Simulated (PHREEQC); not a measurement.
1 kg of water holding 0.0038 mol/kgw NaCl, 0.33 mol/kgw Na2SO4 and 0.35 mol/kgw NaHCO3 is evaporated at 25 °C; the solids stay in contact with the brine. CO2 is held at log p = -3.4 (atm). Only these solids could form: Burkeite, Halite, Mirabilite, Nahcolite, Natron, Thenardite, Trona.

The series has 15 steps of water left (kg), from 1.002 to 0.004012.

Computed with PHREEQC (Pitzer model, pitzer.dat).

### Question
Which solids form, in which order, and at which step of the series does each first stand?

### Answer
Mirabilite from water left = 0.1695 kg (pH 9.92); Trona from water left = 0.05459 kg (pH 9.99).

Complexes and solids missing from the database can't appear.
